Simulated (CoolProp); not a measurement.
The fluid at 298.15 K and 1.44 MPa (stagnation) flows isentropically through a choked orifice. The same conditions are run with several fluids, on thermodynamics alone (safety and materials aside).

Values from CoolProp's reference Helmholtz-energy equation of state of each fluid (R13: Platzer 1990; carbon dioxide: Span 1996; methane: Setzmann 1991; carbon monoxide: Lemmon 2006; nitrous oxide: Lemmon 2006). The equations of Platzer and Polt are older, rougher fits.

Q: Rank R13, carbon dioxide, methane, carbon monoxide, nitrous oxide by throat to inlet pressure ratio, highest first.

A: R13 (0.586), nitrous oxide (0.550), carbon dioxide (0.546), methane (0.542), carbon monoxide (0.526)

```
fluid            mass flux (kg/(m² s))  throat temperature (K)
---------------  ---------------------  ----------------------
R13                               6310                   275.1
carbon dioxide                    4200                   258.1
methane                           2490                   256.9
carbon monoxide                   3340                   247.8
nitrous oxide                     4190                   259.5
```
